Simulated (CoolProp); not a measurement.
Vapour-liquid equilibrium of cyclohexane (1) + m-xylene (2) at 206 kPa; x and y are mole fractions of (1).

Model: multi-fluid Helmholtz-energy mixture model, Zhou 2014 and Zhou 2012; pair parameters Bell 2016, in CoolProp.

| x | bubble temperature (°C) | y at the bubble point | dew temperature at overall composition x (°C) | liquid density (mol/L) |
|---|---|---|---|---|
| 0.05 | 160.8 | 0.181 | 165.8 | 6.932 |
| 0.15 | 149.3 | 0.436 | 162.0 | 7.105 |
| 0.25 | 140.1 | 0.599 | 157.9 | 7.258 |
| 0.35 | 132.9 | 0.708 | [?] | 7.399 |
| 0.45 | 127.0 | 0.784 | [?] | 7.530 |
| 0.55 | 122.1 | 0.841 | 143.1 | 7.656 |
| 0.65 | 117.9 | 0.886 | 136.9 | [?] |
| 0.75 | 114.3 | 0.923 | 129.7 | 7.905 |
| 0.85 | 110.9 | 0.955 | 121.3 | 8.032 |
| 0.95 | 107.8 | 0.985 | 111.5 | 8.164 |

Problem. Complete the blanks.

Solution. 
- 0.35, dew temperature at overall composition x (°C): 153.5
- 0.45, dew temperature at overall composition x (°C): 148.5
- 0.65, liquid density (mol/L): 7.780

No azeotrope shows between x = 0.05 and 0.95.

The pair parameters rest on a limited set of measurements; away from them the model extrapolates.
